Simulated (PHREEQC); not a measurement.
Solution (25 °C): 0.305 mol NaH2PO4 and 0.0075 mol Na2HPO4 per kg of water. It is in equilibrium with CO2 at log p = -1 (atm). Otherwise closed; pH follows from the charge balance.

Model: ion-association model, phreeqc.dat, run in PHREEQC.

### Question
The ionic strength comes out as 0.325 mol/kgw. What activity coefficients do HCO3-, NaHPO4-, H+, HPO4-2, Na+ get?

### Answer
HCO3- 0.72, NaHPO4- 0.72, H+ 0.78, HPO4-2 0.25, Na+ 0.73.

Precipitation was switched off in this run. Species that the database lacks are ignored.
